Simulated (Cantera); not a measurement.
A closed system holds: 1 mol LiOH, 8 mol H2O, held at 8.25 Torr.

Cantera equilibrium calculation (NASA polynomials, part measured and part estimated; ideal gas, pure solids and liquids). Candidate condensed phases: H2O, Li, LiH, LiOH, Li2O; 17 gas species. Equilibrium is a limit: real reactors are often held back by kinetics, nucleation or transport.

**Question.** What share of the Li ends up in condensed phases as a function of T (K), at 1000, 1100, 1200, 1300, 1400, 1500, 1600, 1700, 1800, 1900, 2000, 2100, 2200?

**Answer.** 
| T (K) | Li condensed (%) | as |
|---|---|---|
| 1000 | 99.8 | Li2O(s) |
| 1100 | 98.6 | Li2O(s) |
| 1200 | 92.9 | Li2O(s) |
| 1300 | 71.9 | Li2O(s) |
| 1400 | 9.0 | Li2O(s) |
| 1500 | 0.0 | - |
| 1600 | 0.0 | - |
| 1700 | 0.0 | - |
| 1800 | 0.0 | - |
| 1900 | 0.0 | - |
| 2000 | 0.0 | - |
| 2100 | 0.0 | - |
| 2200 | 0.0 | - |
